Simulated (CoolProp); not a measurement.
A closed Brayton cycle with dry air: compressor inlet 333.15 K and 0.27 MPa, high pressure 0.871 MPa, turbine inlet 830 K, compressor efficiency 0.89, turbine efficiency 0.93, recuperator effectiveness 0.8 (on enthalpy, no pinch check). Each further row changes one setting.

Model: reference Helmholtz-energy equation of state, Lemmon 2000, in CoolProp. It is a pseudo-pure fit of the blend.

```tsv
case	thermal efficiency (%)	net work (kJ/kg)	compressor to turbine work	compressor exit (K)	turbine exit (K)
as stated	29.2	74.1	0.67	480.5	623.5
turbine inlet 780 K	[?]	60.3	0.71	480.5	[?]
compressor inlet 343.15 K	27.8	69.7	[?]	494.6	623.5
high pressure 0.74 MPa	29.9	70.9	0.64	457.1	649.0
recuperator effectiveness 0.5	[?]	74.1	0.67	480.5	623.5
```

Problem. Some entries are withheld; supply them.

Solution. 
- turbine inlet 780 K, thermal efficiency (%): 26.0
- turbine inlet 780 K, turbine exit (K): 584.3
- compressor inlet 343.15 K, compressor to turbine work: 0.69
- recuperator effectiveness 0.5, thermal efficiency (%): 24.8
